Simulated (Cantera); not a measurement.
Silicon nitride deposition: SiH4 + NH3 + N2

A closed system holds: 1 mol SiH4, 0.11 mol NH3, a varied amount of N2, at 827 °C and 19.0 Pa.

Method: chemical equilibrium by Gibbs-energy minimisation in Cantera with the NASA 1993 tables (ideal gas, pure condensed phases). Candidate condensed phases: Si, Si3N4; 18 gas species. The numbers say what is thermodynamically allowed, not how fast it happens.

| n(N2) (mol) | log p N2 | log p H2 | log p H | log p NH3 | n Si3N4(s) |
|---|---|---|---|---|---|
| 0.78 | -4.86 | -3.75 | -9.46 | -11.56 | 0.333 |
| 1.4 | -4.29 | -3.86 | -9.52 | -11.43 | 0.333 |
| 2.5 | -4.05 | -3.99 | -9.58 | -11.51 | 0.333 |
| 4.5 | -3.91 | -4.17 | -9.67 | -11.71 | 0.333 |
| 8.2 | -3.83 | -4.37 | -9.77 | -11.98 | 0.333 |
| 15 | -3.78 | -4.60 | -9.89 | -12.30 | 0.333 |
| 26 | -3.76 | -4.83 | -10.00 | -12.62 | 0.333 |
| 47 | -3.74 | -5.07 | -10.12 | -12.98 | 0.333 |
| 85 | -3.73 | -5.32 | -10.25 | -13.35 | 0.333 |
log p: log10 of the partial pressure in bar; n: condensed amount in mol.

From 0.78 mol N2 to 85 mol N2 the condensed part is Si3N4(s).
